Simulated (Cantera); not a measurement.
Feed: 1 mol B2H6, 0.47 mol N2, a varied amount of H2O, at 13.3 mbar.

These are equilibrium values from Cantera (NASA tables, ideal gas, pure condensed phases), not measurements of a reactor. Candidate condensed phases: B, BN, B2O3, B3O3H3, H2O; 39 gas species. The feed counts by its element totals alone. Mutual solubility and eutectic melting of coexisting phases are not modelled. The numbers say what is thermodynamically allowed, not how fast it happens.

Q: What condenses at these points (T in °C, n(H2O) in mol): (1975, 5.5); (1875, 0.3); (1725, 5.5); (1725, 1.6); (1925, 8.4); (2125, 2.4); (2025, 1.6)?

A: 
```
T (°C)  n(H2O) in mol  condensed phases  B condensed (%)
------  -------------  ----------------  ---------------
1975              5.5          gas only              0.0
1875              0.3            B + BN             84.7
1725              5.5          gas only              0.0
1725              1.6                BN             21.5
1925              8.4          gas only              0.0
2125              2.4          gas only              0.0
2025              1.6                 B             18.4
```
